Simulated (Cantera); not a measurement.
Input (Python, Cantera):

```python
import numpy as np
import cantera as ct

gas = ct.Solution("gri30.yaml")
gas.TPX = 1175, 18000, {'CO': 0.0032, 'O2': 0.062, 'H2O': 0.00021, 'N2': 1, 'CH4': 0.0041}
reactor = ct.IdealGasConstPressureReactor(gas, energy="off", clone=False)
net = ct.ReactorNet([reactor])
net.rtol, net.atol = 1e-08, 1e-18
show = ['CO', 'O2', 'H2O', 'OH', 'H2', 'HO2']
times = np.geomspace(2e-05, 20, 15)

steps = ct.SolutionArray(gas, extra=["t"])
rows = []
print(f"{'t/s':>10s}{'T/K':>9s}{'P/Pa':>11s}" + "".join(f"{s:>11s}" for s in show))
for t in times:
    while net.time < t:
        t_next = net.step()
        steps.append(gas.state, t=t_next)
    rows.append([np.interp(t, steps.t, y) for y in (steps.T, steps.P, *steps(*show).X.T)])
    print(f"{t:10.3e}{rows[-1][0]:9.1f}{rows[-1][1]:11.4g}" + "".join(f"{x:11.3e}" for x in rows[-1][2:]))
rate = np.gradient(steps.T, steps.t)
print("integrator steps:", len(steps.t))
if steps.T.max() > steps.T[0] + 200:
    print(f"time of steepest temperature rise: {steps.t[rate.argmax()]:.4e} s")
gas.TPX = 1175, 18000, {'CO': 0.0032, 'O2': 0.062, 'H2O': 0.00021, 'N2': 1, 'CH4': 0.0041}
gas.equilibrate("TP")
print(f"equilibrium (TP): T = {gas.T:.1f} K  " + "  ".join(f"{s} {gas[s].X[0]:.3e}" for s in show))
```

Output:

```
       t/s      T/K       P/Pa         CO         O2        H2O         OH         H2        HO2
 2.000e-05   1175.0    1.8e+04  2.992e-03  5.797e-02  1.964e-04  1.415e-12  2.820e-14  2.266e-11
 5.365e-05   1175.0    1.8e+04  2.992e-03  5.797e-02  1.964e-04  7.863e-12  1.742e-13  6.076e-11
 1.439e-04   1175.0    1.8e+04  2.992e-03  5.797e-02  1.964e-04  3.104e-11  1.043e-12  1.628e-10
 3.861e-04   1175.0    1.8e+04  2.992e-03  5.797e-02  1.964e-04  6.797e-11  6.211e-12  4.350e-10
 1.036e-03   1175.0    1.8e+04  2.992e-03  5.797e-02  1.964e-04  9.060e-11  2.869e-11  1.153e-09
 2.779e-03   1175.0    1.8e+04  2.992e-03  5.797e-02  1.964e-04  1.255e-10  1.173e-10  2.990e-09
 7.455e-03   1175.0    1.8e+04  2.992e-03  5.797e-02  1.964e-04  2.326e-10  5.679e-10  7.328e-09
 2.000e-02   1175.0    1.8e+04  2.992e-03  5.797e-02  1.964e-04  6.450e-10  3.831e-09  1.573e-08
 5.365e-02   1175.0    1.8e+04  2.992e-03  5.797e-02  1.973e-04  3.441e-09  4.537e-08  2.845e-08
 1.439e-01   1175.0    1.8e+04  2.991e-03  5.795e-02  2.204e-04  3.557e-08  1.685e-06  1.579e-07
 3.861e-01   1175.0    1.8e+04  4.692e-05  4.889e-02  7.859e-03  2.713e-05  1.485e-06  2.723e-07
 1.036e+00   1175.0    1.8e+04  1.368e-06  4.888e-02  7.872e-03  5.943e-06  6.139e-08  1.726e-08
 2.779e+00   1175.0    1.8e+04  8.020e-08  4.888e-02  7.874e-03  2.347e-06  8.905e-09  2.763e-09
 7.455e+00   1175.0    1.8e+04  5.134e-09  4.888e-02  7.875e-03  1.202e-06  2.246e-09  9.147e-10
 2.000e+01   1175.0    1.8e+04  1.168e-09  4.888e-02  7.875e-03  7.871e-07  9.568e-10  6.458e-10
integrator steps: 2377
equilibrium (TP): T = 1175.0 K  CO 7.019e-10  O2 4.884e-02  H2O 7.875e-03  OH 6.350e-07  H2 6.318e-10  HO2 6.180e-10
```

Computed with Cantera and GRI-Mech 3.0 (53 species, 325 reactions).
